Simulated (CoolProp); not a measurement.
Vapour-liquid equilibrium of n-hexane (1) + n-decane (2) at 1.3 kPa; x and y are mole fractions of (1).

Model: multi-fluid Helmholtz-energy mixture model, Thol 2019 and Lemmon 2006; pair parameters Kunz 2012, in CoolProp.

### Question
Give the bubble temperature and the first vapour's composition at x = 0.05, 0.425, 0.95. Is there an azeotrope?

### Answer
x = 0.05: 301.1 K, y = 0.837; x = 0.425: 261.2 K, y = 0.996; x = 0.95: 248.4 K, y = 1.000. No azeotrope shows between x = 0.05 and 0.95.

The pair parameters rest on a limited set of measurements; away from them the model extrapolates.
